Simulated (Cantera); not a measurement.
An isothermal, constant-pressure homogeneous reactor starts with H2 : O2 : N2 = 1.5 : 1 : 7.7 (molar parts), at 1200 K and 1.00 bar.

Detailed kinetics in Cantera: GRI-Mech 3.0 (53 species, 325 reactions). The temperature is held fixed by assumption; the heat of reaction is taken as removed at once.

One state of this run: x H2 = 2.59e-8; x O2 = 0.0265; x OH = 3.74e-6; x N2O = 1.22e-7; x HO2 = 4.47e-9; x H = 7.35e-11; x H2O = 0.159. x: mole fraction; the columns are a selection and need not sum to one.

Question: Which value of t (s) does it belong to?
(A) 6.00
(B) 0.862
(C) 0.236
(D) 1.65

Answer: C, 0.236
